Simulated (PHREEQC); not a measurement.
Solution (30 °C): 0.036 mol/kgw CdCl2, 0.46 mol/kgw Na2SO4 and 0.0046 mol/kgw MnSO4. Closed to the air; pH follows from the charge balance.

Equilibrium calculation in PHREEQC: ion-association model, wateq4f.dat.

Question: The ionic strength comes out as 1.05 mol/kgw. What activity coefficients do CdCl+, Mn+2, CdCl3-, HSO4-, Cd(SO4)2-2 get?

Answer: CdCl+ 0.80, Mn+2 0.20, CdCl3- 0.80, HSO4- 0.62, Cd(SO4)2-2 0.40.

This is a speciation only: nothing precipitates in the calculation. Ionic strength above about 0.7 mol/kgw puts this run outside the model's range.
